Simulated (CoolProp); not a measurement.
Saturation properties of n-pentane.

Computed with CoolProp (reference Helmholtz-energy equation of state, Thol 2019).

```csv
T (°C),p (MPa),liquid density (kg/m³),liquid viscosity (µPa s),liquid conductivity (mW/(m K))
19.55,0.05559,626.6,190,114
31.15,0.08543,615.0,169,110
42.85,0.1270,602.9,150,106
54.45,0.1823,590.6,134,102
66.05,0.2546,577.9,119,97.7
77.75,0.3477,564.5,106,94.0
89.35,0.4634,550.5,94.4,90.6
100.95,0.6058,535.9,83.7,87.3
112.65,0.7803,520.1,73.8,84.3
124.25,0.9877,503.3,64.8,81.5
```

It boils at 36.1 °C under 1 atm.

Viscosity comes from a separate model (Quiñones-Cisneros 2006), older than the equation that it now runs on, and unchecked against measurements. Thermal conductivity comes from a separate model (Vassiliou 2015).
